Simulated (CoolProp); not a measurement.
Aqueous potassium acetate as a coolant, 40 % by mass, freezing at -42.1 °C, 1 atm.

The numbers come from the Melinder's fits for secondary coolants in CoolProp.

| T (°C) | cp (kJ/(kg K)) | conductivity (W/(m K)) | viscosity (mPa s) | Prandtl number |
|---|---|---|---|---|
| -31 | 2.832 | 0.415 | 34.5 | 236 |
| -24.7 | 2.848 | 0.421 | 22.6 | 153 |
| -18.5 | 2.863 | 0.428 | 15.6 | 105 |
| -12.3 | 2.878 | 0.435 | 11.3 | 74.6 |
| -6.1 | 2.893 | 0.442 | 8.43 | 55.3 |
| 0.1 | 2.908 | 0.448 | 6.53 | 42.3 |
| 6.4 | 2.924 | 0.455 | 5.18 | 33.3 |
| 12.6 | 2.940 | 0.462 | 4.23 | 26.9 |
| 18.8 | 2.955 | 0.469 | 3.53 | 22.3 |
| 25 | 2.972 | 0.475 | 3.00 | 18.7 |
| 31.2 | 2.988 | 0.482 | 2.58 | 16.0 |
| 37.5 | 3.006 | 0.489 | 2.23 | 13.7 |
